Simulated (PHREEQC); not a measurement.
Consider water at 25 °C with 0.036 mol/kgw NH4HSO4. Closed to the air; pH follows from the charge balance.

Computed with PHREEQC (ion-association model, wateq4f.dat).

| quantity | before | after |
|---|---|---|
| ionic strength (mol/kgw) | 0.0711 | 0.0393 |
| SO4-2 (mol/kgw) | 0.0175 | 0.0106 |
| HSO4- (mol/kgw) | 0.0154 | 0.00622 |

Problem. What was changed between the two runs?
A. NH4HSO4 from 0.036 to 0.18 mol/kgw
B. diluted 2-fold with water
C. NH4HSO4 replaced by MgSO4 at the same molality
D. 0.00049 mol/kgw TMAH added
E. NH4HSO4 from 0.036 to 0.072 mol/kgw

Solution. B, diluted 2-fold with water

This is a speciation only: nothing precipitates in the calculation.
